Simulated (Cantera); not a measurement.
A Cantera script and its output.

```python
import numpy as np
import cantera as ct

gas = ct.Solution("gri30.yaml")


def delay(T, t_max=10):
    gas.TPX = T, 83000, {'CH4': 1, 'O2': 2.99, 'N2': 11.2}
    reactor = ct.IdealGasReactor(gas, clone=False)
    net = ct.ReactorNet([reactor])
    net.rtol, net.atol = 1e-8, 1e-16
    while net.time < t_max:
        t_old, T_old = net.time, reactor.T
        net.step()
        if reactor.T > T + 400:  # ignition: a rise of 400 K
            return t_old + (T + 400 - T_old) / (reactor.T - T_old) * (net.time - t_old)
    return np.nan


taus = []
for T in [1175, 1225, 1275, 1325, 1375, 1425, 1475, 1525, 1575]:
    taus.append(delay(T))
    print(f"T0 = {T:6g} K   tau = {taus[-1]:.4e} s")
```

It prints:

```
T0 =   1175 K   tau = 6.0243e-02 s
T0 =   1225 K   tau = 2.9133e-02 s
T0 =   1275 K   tau = 1.4668e-02 s
T0 =   1325 K   tau = 7.6885e-03 s
T0 =   1375 K   tau = 4.2010e-03 s
T0 =   1425 K   tau = 2.3974e-03 s
T0 =   1475 K   tau = 1.4309e-03 s
T0 =   1525 K   tau = 8.9265e-04 s
T0 =   1575 K   tau = 5.8029e-04 s
```

Detailed kinetics in Cantera: GRI-Mech 3.0 (53 species, 325 reactions).
